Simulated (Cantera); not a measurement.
Cantera run, input and output.

```python
import numpy as np
import cantera as ct

gas = ct.Solution("gri30.yaml")
gas.TPX = 323, 1000000, {'CH4': 1, 'O2': 1.54, 'N2': 5.78}
flame = ct.FreeFlame(gas, width=0.008)
flame.set_refine_criteria(ratio=3, slope=0.08, curve=0.16)
flame.transport_model = "mixture-averaged"
flame.solve(loglevel=0, auto=True)
flame.transport_model = "multicomponent"
flame.soret_enabled = True
flame.solve(loglevel=0, refine_grid=True)
z, T = flame.grid, flame.T
thick = (T[-1] - T[0]) / np.gradient(T, z).max()
show = ['CH4', 'O2', 'NO2', 'H', 'H2O', 'CH2']
print(f"laminar burning velocity  {flame.velocity[0] * 100:.3f} cm/s")
print(f"burnt temperature         {T[-1]:.1f} K")
print(f"thermal thickness         {thick * 1e3:.4f} mm")
print(f"grid points               {len(z)}")
z0 = z[flame.heat_release_rate.argmax()]
print(f"{'z/mm':>9s}{'T/K':>9s}{'u/(m/s)':>9s}" + "".join(f"{s:>11s}" for s in show))
rows = []
for k in (-3, -2, -1.5, -1, -0.5, -0.25, 0, 0.25, 0.5, 1, 2, 4, 8):
    zz = z0 + k * thick
    rows.append([k * thick, np.interp(zz, z, T), np.interp(zz, z, flame.velocity),
                 *(np.interp(zz, z, flame.X[gas.species_index(s)]) for s in show)])
    print(f"{rows[-1][0] * 1e3:9.3f}{rows[-1][1]:9.1f}{rows[-1][2]:9.3f}" + "".join(f"{x:11.3e}" for x in rows[-1][3:]))
```

Output:

```
laminar burning velocity  8.894 cm/s
burnt temperature         2082.3 K
thermal thickness         0.1750 mm
grid points               133
     z/mm      T/K  u/(m/s)        CH4         O2        NO2          H        H2O        CH2
   -0.525    323.2    0.089  1.201e-01  1.850e-01  7.537e-11 -4.198e-19  2.151e-05 -3.714e-19
   -0.350    328.0    0.091  1.191e-01  1.845e-01  3.970e-09  3.308e-17  5.955e-04  5.771e-19
   -0.263    352.2    0.097  1.163e-01  1.831e-01  3.244e-08  3.622e-15  3.409e-03  9.088e-19
   -0.175    506.2    0.141  1.043e-01  1.722e-01  2.915e-07  5.158e-12  2.051e-02  1.769e-15
   -0.088   1052.2    0.299  6.915e-02  1.202e-01  9.662e-07  4.770e-07  8.036e-02  2.948e-10
   -0.044   1473.9    0.423  3.921e-02  7.260e-02  3.349e-07  2.211e-05  1.286e-01  1.302e-07
    0.000   1853.5    0.538  1.261e-02  2.645e-02  1.782e-08  2.338e-04  1.719e-01  5.847e-06
    0.044   2020.8    0.587  3.682e-03  6.530e-03  2.506e-09  4.407e-04  1.879e-01  8.585e-06
    0.088   2066.4    0.600  1.863e-03  1.800e-03  7.961e-10  3.746e-04  1.898e-01  3.691e-06
    0.175   2084.0    0.605  1.035e-03  2.451e-04  2.154e-10  2.369e-04  1.885e-01  8.963e-07
    0.350   2085.7    0.606  5.610e-04  1.248e-05  1.236e-10  1.836e-04  1.866e-01  2.913e-07
    0.700   2083.9    0.605  2.208e-04  5.561e-07  1.465e-10  1.783e-04  1.855e-01  1.022e-07
    1.400   2082.6    0.605  3.788e-05  4.802e-07  1.949e-10  1.806e-04  1.850e-01  1.684e-08
```

Model: GRI-Mech 3.0 (53 species, 325 reactions), integrated in Cantera. Burning velocities carry a grid error of a few per cent, more on coarse grids.
